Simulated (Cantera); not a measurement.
A Cantera script and what it prints.

```python
import numpy as np
import cantera as ct

gas_names = """
    O2 H2O2
""".split()
cond_names = """
    SrO2H2(s) SrO2H2(L) SrO(s) SrO(L)
""".split()


# ... load() reads the species with a 1 bar reference pressure and builds the phases ...
species = {s.name: s for s in load("nasa_gas.yaml", gas_names) + load("nasa_condensed.yaml", cond_names)}
# Each term lists the table entries of one substance; the one whose range holds T is used.
reactions = {
    'O2(g) + 2 Sr(OH)2 = 2 SrO + 2 H2O2(g)':
        [(-1, ['O2']), (-2, ['SrO2H2(s)', 'SrO2H2(L)']), (2, ['SrO(s)', 'SrO(L)']), (2, ['H2O2'])],
}


def pick(names, T):
    return next(species[n] for n in names if species[n].thermo.min_temp <= T <= species[n].thermo.max_temp)


results = []
for label, terms in reactions.items():
    print(label)
    print("     T/K   dH/kJ  dS/(J/K)   dG/kJ   log10 K")
    for T in [300, 1198, 1248, 1298, 1348, 1398, 1448, 1498, 1548, 1598, 1648]:
        used = [(nu, pick(names, T)) for nu, names in terms]
        dH = sum(nu * s.thermo.h(T) for nu, s in used) / 1e6
        dS = sum(nu * s.thermo.s(T) for nu, s in used) / 1e3
        dG = dH - T * dS / 1e3
        logK = -dG * 1e6 / (ct.gas_constant * T * np.log(10))
        results.append((label, T, dH, dS, dG, logK, [s.name for _, s in used]))
        print(f"{T:8g} {dH:8.1f} {dS:8.1f} {dG:8.1f} {logK:8.2f}")
```

Output:

```
O2(g) + 2 Sr(OH)2 = 2 SrO + 2 H2O2(g)
     T/K   dH/kJ  dS/(J/K)   dG/kJ   log10 K
     300    481.1    180.8    426.9   -74.32
    1198    371.3     44.1    318.5   -13.89
    1248    366.1     39.8    316.4   -13.24
    1298    361.0     35.8    314.5   -12.66
    1348    356.0     32.0    312.8   -12.12
    1398    351.1     28.5    311.3   -11.63
    1448    346.3     25.1    310.0   -11.18
    1498    341.6     21.9    308.8   -10.77
    1548    336.9     18.8    307.8   -10.39
    1598    332.4     15.9    306.9   -10.03
    1648    327.9     13.2    306.2    -9.70
```

Source: NASA polynomial tables (part measured, part estimated), evaluated in Cantera. Condensed species are held in their standard states even where they would react or evaporate.
